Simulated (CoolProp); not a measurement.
A single-stage vapour-compression cycle with cyclopropane: evaporating at 284.15 K (dew point), condensing at 332.15 K (bubble point), superheat 5 K, subcooling 0 K, compressor efficiency 0.9, no pressure losses. Each further row changes one setting.

Model: reference Helmholtz-energy equation of state, Polt 1992, in CoolProp. This equation is an older, rougher fit; its heat capacities, sound speeds and derivatives of the liquid may be far off and weren't checked against measurements.

```csv
case,cooling COP,pressure ratio,discharge temperature (K),refrigerating effect (kJ/kg),volumetric capacity (kJ/m³)
as stated,4.26,3.38,355.1,317,2980
evaporating temperature 289.15 K,4.93,…,…,…,…
condensing temperature 327.15 K,4.89,3.03,349.0,330,3100
subcooling 5 K,4.43,3.38,355.1,330,3100
superheat 15 K,4.26,3.38,364.4,332,2980
compressor efficiency 0.8,…,3.38,…,317,2980
```

Q: Complete the blanks.

A: 
- evaporating temperature 289.15 K, pressure ratio: 2.92
- evaporating temperature 289.15 K, discharge temperature (K): 352.6
- evaporating temperature 289.15 K, refrigerating effect (kJ/kg): 321
- evaporating temperature 289.15 K, volumetric capacity (kJ/m³): 3480
- compressor efficiency 0.8, cooling COP: 3.79
- compressor efficiency 0.8, discharge temperature (K): 359.8
